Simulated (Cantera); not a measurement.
Mixture: CO : H2 : CH4 : O2 : N2 = 1 : 0.048 : 0.37 : 1.81 : 6.79 (molar parts), equivalence ratio 0.70, at 750 Torr, adiabatic and at constant volume. Ignition delay is the time to a rise of 400 K.

Computed with Cantera and GRI-Mech 3.0 (53 species, 325 reactions).

### Question
What does this change do: pressure from 750 Torr to 1200 Torr?

### Answer
```json
[
 {"quantity": "delay at 1300 K", "before": "2.18 ms", "after": "1.57 ms"},
 {"quantity": "delay at 1400 K", "before": "0.875 ms", "after": "0.621 ms"},
 {"quantity": "delay at 1500 K", "before": "0.412 ms", "after": "0.283 ms"},
 {"quantity": "delay at 1600 K", "before": "0.219 ms", "after": "0.146 ms"},
 {"quantity": "delay at 1700 K", "before": "0.125 ms", "after": "82.0 µs"},
 {"quantity": "apparent activation energy between 1650 and 1750 K", "before": "130 kJ/mol", "after": "130 kJ/mol"}
]
```

### Question
What does this change do: pressure from 750 Torr to 300 Torr?

### Answer
| quantity | before | after |
|---|---|---|
| delay at 1300 K | 2.18 ms | 4.09 ms |
| delay at 1400 K | 0.875 ms | 1.77 ms |
| delay at 1500 K | 0.412 ms | 0.897 ms |
| delay at 1600 K | 0.219 ms | 0.500 ms |
| delay at 1700 K | 0.125 ms | 0.294 ms |
| apparent activation energy between 1650 and 1750 K | 130 kJ/mol | 120 kJ/mol |
